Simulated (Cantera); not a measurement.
A freely propagating, adiabatic, planar premixed flame of 53.4 % H2, 9.57 % O2, 35.9 % N2, 1.12 % H2O, equivalence ratio 2.8, unburnt at 723 K and 101000 Pa; mixture-averaged transport, grid criteria slope 0.08 and curve 0.16, no radiation.

Computed with Cantera and the H2/O2 subset of GRI-Mech 3.0, which has no nitrogen chemistry. Burning velocities carry a grid error of a few per cent, more on coarse grids.

x: mole fraction of selected species; z is measured from the peak of heat release.

| z (mm) | T (K) | u (m/s) | x H2 | x O2 | x H2O | x O | x H2O2 | x H |
|---|---|---|---|---|---|---|---|---|
| -1.53 | 723 | 11.5 | 0.534 | 0.0957 | 0.0112 | <1e-8 | <1e-8 | <1e-8 |
| -1.02 | 723 | 11.5 | 0.534 | 0.0957 | 0.0112 | <1e-8 | <1e-8 | <1e-8 |
| -0.767 | 723 | 11.5 | 0.534 | 0.0957 | 0.0112 | <1e-8 | <1e-8 | <1e-8 |
| -0.512 | 723 | 11.5 | 0.534 | 0.0957 | 0.0112 | ? | <1e-8 | 1.45e-6 |
| -0.256 | 748 | 11.9 | 0.531 | 0.0953 | 0.0128 | ? | 1.64e-6 | 0.000806 |
| -0.128 | 914 | 14.3 | 0.503 | 0.0893 | 0.0297 | ? | 2.19e-6 | 0.0109 |
| 0 | 1250 | 19.1 | 0.409 | 0.0537 | 0.105 | ? | 9.30e-7 | 0.0531 |
| 0.128 | 1480 | 22.5 | 0.335 | 0.0117 | 0.187 | ? | 4.18e-7 | 0.0852 |
| 0.256 | 1576 | 23.8 | 0.322 | 0.00183 | 0.208 | ? | 2.45e-7 | 0.0860 |
| 0.512 | 1672 | 25.1 | 0.328 | 0.000202 | 0.213 | ? | 1.79e-7 | 0.0751 |
| 1.02 | 1776 | 26.5 | 0.338 | 9.38e-5 | 0.215 | ? | 1.18e-7 | 0.0602 |
| 2.05 | 1878 | 27.8 | 0.348 | 5.91e-5 | 0.217 | ? | 6.66e-8 | 0.0451 |
| 4.09 | 1968 | 28.9 | 0.357 | 3.16e-5 | 0.219 | ? | 3.36e-8 | 0.0315 |

### Question
What belongs in the gaps?

### Answer

- -0.512, x O: 1.95e-8
- -0.256, x O: 2.01e-5
- -0.128, x O: 0.000345
- 0, x O: 0.00221
- 0.128, x O: 0.00155
- 0.256, x O: 0.000661
- 0.512, x O: 0.000439
- 1.02, x O: 0.000331
- 2.05, x O: 0.000215
- 4.09, x O: 0.000118
